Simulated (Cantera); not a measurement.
Input: 1 mol Ca(OH)2, 0.32 mol H2, 0.55 mol O2, equilibrated at 1750 °C and 0.0100 bar.

Equilibrium computed with Cantera from the NASA thermochemical tables; the gas is ideal and each condensed phase is pure. Candidate condensed phases: Ca, CaO, Ca(OH)2, H2O; 14 gas species. Equilibrium is a limit: real reactors are often held back by kinetics, nucleation or transport.

Base state: H2O 0.747, O2 0.222, OH 0.0201, H2 0.00544, O 0.00376, H 0.00140, Ca(OH)2 9.11e-5 (mole fractions); condensed: CaO(s).

Question: What changes in the equilibrium state with this change: 0.0097 mol Cl2 added?

Answer: 
```csv
species,before,after
H2O,0.747,0.736
O2,0.222,0.222
OH,0.0201,0.0199
HCl,0,0.00908
Cl,0,0.00175
CaCl2,0,0.000145
H2,0.00544,0.00536
Ca(OH)2,9.11e-5,8.98e-5
"CaO(s), mol",1.000,1.000
```
Condensed phases not in the tables: oxide chlorides. Further candidate phases: CaCl2.
